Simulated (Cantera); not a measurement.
What does this Cantera script print?

```python
import numpy as np
import cantera as ct

gas_names = """
    Mg MgO Mg2 O O2 O3 Si SiO SiO2 Si2 Si3
""".split()
cond_names = """
    Mg(cr) Mg(L) MgO(s) MgO(L) MgSiO3(I) MgSiO3(II) MgSiO3(III) MgSiO3(L) Mg2SiO4(s) Mg2SiO4(L) Si(cr)
    Si(L) SiO2(Lqz) SiO2(hqz) SiO2(L)
""".split()


# ... load() reads the species with a 1 bar reference pressure and builds the phases ...
atoms = {
    'SiO2': {'Si': 1, 'O': 2},
    'MgO': {'Mg': 1, 'O': 1},
    'O2': {'O': 2},
}
top_T = {}  # K; cautious upper limits of use, not melting points


# ... equilibrate(T, P, feed) seeds the gas with the atoms and calls Mixture.equilibrate('TP', solver="vcs", rtol=1e-11, max_steps=5000) ...
results = []
T = 823.15  # K
P = 101325  # Pa
for m in [0.16, 0.2, 0.24, 0.29, 0.36, 0.44, 0.54, 0.66, 0.81, 0.99, 1.2, 1.5, 1.8]:
    feed = {'SiO2': 1, 'MgO': m, 'O2': 1.2}  # mol
    mix = equilibrate(T, P, feed)
    results.append((T, P, feed, dict(zip(mix.species_names, mix.species_moles))))

top = {s: max(r[3][s] / sum(r[3][g] for g in gas_names) for r in results) for s in gas_names}
cols = sorted((s for s in top if top[s] > 0.0001), key=lambda s: -top[s])[:5]
seen = [c for c in cond_names if any(r[3].get(c, 0) > 1e-12 for r in results)]
print("log10 of partial pressures in bar; condensed amounts in mol")
print(f"{'n(MgO)':>10s}" + "".join(f"{s[:9]:>10s}" for s in cols + seen))
for T, P, feed, n in results:
    ng = sum(n[g] for g in gas_names)
    print(f"{feed['MgO']:10.4g}" + "".join(f"{np.log10(max(n[s] / ng * P / 1e5, 1e-99)):10.3f}" for s in cols)
          + "".join(f"{n.get(c, 0):10.4g}" for c in seen))
```

Output:

```
log10 of partial pressures in bar; condensed amounts in mol
    n(MgO)        O2 MgSiO3(I) Mg2SiO4(s SiO2(Lqz)
      0.16     0.006      0.16         0      0.84
       0.2     0.006       0.2         0       0.8
      0.24     0.006      0.24         0      0.76
      0.29     0.006      0.29         0      0.71
      0.36     0.006      0.36         0      0.64
      0.44     0.006      0.44         0      0.56
      0.54     0.006      0.54         0      0.46
      0.66     0.006      0.66         0      0.34
      0.81     0.006      0.81         0      0.19
      0.99     0.006      0.99         0      0.01
       1.2     0.006       0.8       0.2         0
       1.5     0.006       0.5       0.5         0
       1.8     0.006       0.2       0.8         0
```

Equilibrium computed with Cantera from the NASA thermochemical tables; the gas is ideal and each condensed phase is pure. Condensed phases not in the tables: alloys, solid solutions and most ternary compounds.
